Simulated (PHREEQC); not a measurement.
**Brine: speciation**

Dissolve 0.1 mol LiBr, 6.6e-05 mol SrCl2 and 0.18 mol NaCl per kg of water at 60 °C. Closed to the air; pH follows from the charge balance.

The numbers come from PHREEQC with the ion-association model, wateq4f.dat.

This is a speciation only: nothing precipitates in the calculation.

Problem. Predict the activity of water.

Solution. activity of water 0.990.

Away from 25 °C the constants follow the database's enthalpies or fits; those with neither stay at their 25 °C values.
